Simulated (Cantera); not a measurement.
What does this Cantera script print?

```python
import numpy as np
import cantera as ct

gas_names = """
    Cu CuO Cu2 H HNO HNO2 HNO3 HO2 H2 H2O H2O2 N NH NH2 NH3 NH2OH NO NO2 NO3 N2 N2H2 N2H4 N2O O OH O2 O3
""".split()
cond_names = """
    Cu(cr) Cu(L) CuO(s) CuO2H2(s) Cu2O(s) Cu2O(L) H2O(s) H2O(L)
""".split()


def load(file, names, dense=False):
    # The tables refer to 1 bar. Condensed volumes are neglected.
    table = {s.name: s for s in ct.Species.list_from_file(file)}
    out = []
    for n in names:
        d = dict(table[n].input_data)
        d["thermo"] = dict(d["thermo"], **{"reference-pressure": 1e5})
        if dense:
            d["equation-of-state"] = {"model": "constant-volume", "density": "1e6 g/cm^3"}
        out.append(ct.Species.from_dict(d))
    return out


gas = ct.Solution(thermo="ideal-gas", species=load("nasa_gas.yaml", gas_names))
cond = {s.name: ct.Solution(thermo="fixed-stoichiometry", species=[s], name=s.name)
        for s in load("nasa_condensed.yaml", cond_names, dense=True)}
atoms = {
    'Cu2O': {'Cu': 2, 'O': 1},
    'H2': {'H': 2},
    'N2': {'N': 2},
}
top_T = {'CuO(s)': 1390}  # K; cautious upper limits of use, not melting points


def equilibrate(T, P, feed):
    n = {}
    for name, mol in feed.items():
        for a, k in atoms[name].items():
            n[a] = n.get(a, 0.0) + k * mol
    gas.TPX = T, P, n
    mass = sum(n.values()) * gas.mean_molecular_weight
    gas.equilibrate("TP")
    valid = [c for c in cond.values() if c.min_temp <= T <= top_T.get(c.name, c.max_temp)]
    mix = ct.Mixture([(gas, mass / gas.mean_molecular_weight)] + [(c, 0.0) for c in valid])
    mix.T, mix.P = T, P
    mix.equilibrate("TP", solver="vcs", rtol=1e-11, max_steps=5000)
    return mix


results = []
feed = {'Cu2O': 1, 'H2': 52, 'N2': 75}  # mol
P = 1333.22  # Pa
for T in [973, 1048, 1123, 1198, 1273, 1348, 1423, 1498, 1573, 1648, 1723, 1798, 1873, 1948]:
    mix = equilibrate(T, P, feed)
    results.append((T, P, feed, dict(zip(mix.species_names, mix.species_moles))))

top = {s: max(r[3][s] / sum(r[3][g] for g in gas_names) for r in results) for s in gas_names}
cols = sorted((s for s in top if top[s] > 0.0001), key=lambda s: -top[s])[:9]
seen = [c for c in cond_names if any(r[3].get(c, 0) > 1e-12 for r in results)]
print("log10 of partial pressures in bar; condensed amounts in mol")
print(f"{'T/K':>10s}" + "".join(f"{s[:9]:>10s}" for s in cols + seen))
for T, P, feed, n in results:
    ng = sum(n[g] for g in gas_names)
    print(f"{T:10.4g}" + "".join(f"{np.log10(max(n[s] / ng * P / 1e5, 1e-99)):10.3f}" for s in cols)
          + "".join(f"{n.get(c, 0):10.4g}" for c in seen))
```

Result:

```
log10 of partial pressures in bar; condensed amounts in mol
       T/K        N2        H2        Cu       H2O         H    Cu(cr)     Cu(L)
       973    -2.104    -2.271   -11.290    -3.979   -10.102         2         0
      1048    -2.104    -2.271   -10.009    -3.979    -9.248         2         0
      1123    -2.104    -2.271    -8.902    -3.979    -8.506         2         0
      1198    -2.104    -2.271    -7.935    -3.979    -7.857         2         0
      1273    -2.104    -2.271    -7.084    -3.979    -7.283     1.999         0
      1348    -2.104    -2.271    -6.329    -3.979    -6.771     1.996         0
      1423    -2.104    -2.271    -5.679    -3.979    -6.313         0      1.98
      1498    -2.104    -2.272    -5.100    -3.979    -5.901         0     1.924
      1573    -2.105    -2.272    -4.577    -3.980    -5.527         0     1.747
      1648    -2.107    -2.274    -4.102    -3.982    -5.188         0     1.242
      1723    -2.111    -2.279    -3.686    -3.986    -4.879         0         0
      1798    -2.111    -2.280    -3.686    -3.986    -4.593         0         0
      1873    -2.111    -2.281    -3.686    -3.987    -4.331         0         0
      1948    -2.112    -2.283    -3.686    -3.988    -4.088         0         0
```

Equilibrium computed with Cantera from the NASA thermochemical tables; the gas is ideal and each condensed phase is pure.
